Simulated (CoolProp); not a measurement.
Values from CoolProp's reference Helmholtz-energy equation of state, Outcalt 1996. It is a modified Benedict-Webb-Rubin equation, recast in Helmholtz form.

Problem. For R152A, give the phase and the cp (kJ/(kg K)), speed of sound (m/s) at 286.6 K and 35.7 bar; 301.2 K and 35.7 bar; 403.5 K and 35.7 bar.

Solution. 
- 286.6 K and 35.7 bar: liquid; cp 1.72, speed of sound 735
- 301.2 K and 35.7 bar: liquid; cp 1.78, speed of sound 665
- 403.5 K and 35.7 bar: gas; cp 1.86, speed of sound 184
